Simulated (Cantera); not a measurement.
**Equilibrium for chemical vapour transport: MgO + HCl + H₂**

Charge: 1 mol MgO, 0.069 mol HCl, 0.1 mol H₂, held at 41.3 Torr.

Method: chemical equilibrium by Gibbs-energy minimisation in Cantera with the NASA 1993 tables (ideal gas, pure condensed phases). Candidate condensed phases: H₂O, Mg, MgCl₂, MgO, Mg(OH)₂; 22 gas species. Condensed phases not in the tables: MgOHCl. Rates play no part.

At 625 °C the condensed part is MgCl₂(s) + MgO(s). From 725 °C to 1425 °C the condensed part is MgO(s). The main Mg-bearing gas is MgCl₂ throughout.

```csv
T (°C),x H₂,x HCl,x H₂O,x MgCl₂,x H,x Cl,x MgCl,x Mg,n MgCl₂(s),n MgO(s)
625,0.593,0.404,0.00285,0.000146,3.59e-10,2.39e-10,<1e-12,<1e-12,0.000456,1.000
725,0.592,0.405,0.00172,0.00172,7.06e-9,4.50e-9,3.61e-12,<1e-12,0,1.000
825,0.592,0.401,0.00376,0.00376,8.11e-8,4.92e-8,1.24e-10,1.72e-12,0,0.999
925,0.592,0.394,0.00711,0.00711,6.24e-7,3.60e-7,2.35e-9,8.04e-11,0,0.999
1025,0.592,0.384,0.0120,0.0120,3.51e-6,1.93e-6,2.79e-8,2.09e-9,0,0.998
1125,0.592,0.371,0.0185,0.0185,1.55e-5,8.02e-6,2.30e-7,3.42e-8,0,0.997
1225,0.592,0.355,0.0265,0.0265,5.64e-5,2.73e-5,1.43e-6,3.88e-7,0,0.996
1325,0.592,0.337,0.0355,0.0355,0.000175,7.87e-5,6.98e-6,3.27e-6,0,0.994
1425,0.591,0.317,0.0454,0.0453,0.000474,0.000198,2.82e-5,2.17e-5,0,0.992
```
x: gas mole fraction; n: condensed amount in mol.
